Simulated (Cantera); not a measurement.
Input: 1 mol PbO, a varied amount of CH4, 0.32 mol N2, equilibrated at 1050 °C and 0.0600 bar.

Method: chemical equilibrium by Gibbs-energy minimisation in Cantera with the NASA 1993 tables (ideal gas, pure condensed phases). Candidate condensed phases: C, C6H6, C7H8, C8H18, H2O, Pb, PbO, PbO2, Pb3O4; 139 gas species. Kinetics and transport are ignored.

x: gas mole fraction; n: condensed amount in mol.

```
n(CH4) (mol)   x H2   x CO    x H2O    x N2    x CO2    x Pb  n Pb(l)  n C(graphite)
------------  -----  -----  -------  ------  -------  ------  -------  -------------
0.43          0.256  0.165    0.247   0.187   0.0861  0.0586    0.900              0
0.55          0.362  0.211    0.164   0.153   0.0515  0.0586    0.877              0
0.7           0.454  0.246   0.0903   0.124   0.0264  0.0586    0.849              0
0.9           0.537  0.274   0.0244  0.0997  0.00672  0.0586    0.812              0
1.1           0.588  0.267  6.92e-5  0.0856  1.70e-5  0.0586    0.781              ?
1.5           0.653  0.218  6.26e-5  0.0697  1.13e-5  0.0586    0.731              ?
1.9           0.698  0.184  5.65e-5  0.0588  8.01e-6  0.0586    0.681              ?
2.4           0.738  0.154  4.99e-5  0.0492  5.61e-6  0.0586    0.619              ?
3             0.771  0.129  4.36e-5  0.0411  3.92e-6  0.0586    0.544              ?
3.9           0.805  0.103  3.65e-5  0.0330  2.53e-6  0.0586    0.432              ?
```

Q: Complete the blanks.

A: 
- 1.1, n C(graphite): 0.0996
- 1.5, n C(graphite): 0.499
- 1.9, n C(graphite): 0.899
- 2.4, n C(graphite): 1.40
- 3, n C(graphite): 2.00
- 3.9, n C(graphite): 2.90
